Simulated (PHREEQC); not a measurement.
Make-up at 31 °C: 0.0061 mol/kgw HF, 0.21 mol/kgw NaF and 3.8e-06 mol/kgw H4SiO4. Closed to the air; pH follows from the charge balance.

Computed with PHREEQC (ion-association model, phreeqc.dat).

```tsv
quantity	before	after
ionic strength (mol/kgw)	0.199	0.0414
Na+ (mol/kgw)	0.199	0.0413
F- (mol/kgw)	0.196	0.0412
NaF (mol/kgw)	0.0113	0.000665
HF (mol/kgw)	0.00341	0.00103
```

### Question
Which change was made?
A. H4SiO4 replaced by K2SiO3 at the same molality
B. H4SiO4 left out
C. diluted 5-fold with water
D. temperature from 31 to 55 °C
E. 0.0039 mol/kgw NH3 added

### Answer
C, diluted 5-fold with water

This is a speciation only: nothing precipitates in the calculation. SiF6-2 is the database's only silicon fluoride.
